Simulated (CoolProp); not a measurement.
Vapour-liquid equilibrium of acetone (1) + ethanol (2) at 326 K; x and y are mole fractions of (1).

Model: multi-fluid Helmholtz-energy mixture model, Lemmon 2006 and Schroeder 2014; pair parameters Bell 2016, in CoolProp.

```
x     bubble pressure, mixture model (kPa)  bubble pressure, Raoult's law (kPa)  y, mixture model  y, Raoult's law
----  ------------------------------------  -----------------------------------  ----------------  ---------------
0.05                                 40.19                                36.52             0.200            0.124
0.15                                 50.81                                42.21             0.424            0.322
0.25                                 58.95                                47.91             0.548            0.473
0.35                                 65.36                                53.61             0.631            0.592
0.45                                 70.60                                59.30             0.694            0.688
0.55                                 75.08                                65.00             0.748            0.767
0.65                                 79.05                                70.69             0.798            0.833
0.75                                 82.70                                76.39             0.849            0.890
0.85                                 86.09                                82.09             0.904            0.938
0.95                                 89.20                                87.78             0.966            0.981
```

The largest gap from Raoult's law is +23.0 % in bubble pressure, at x = 0.25. No azeotrope shows between x = 0.05 and 0.95.

The pair parameters rest on a limited set of measurements; away from them the model extrapolates.
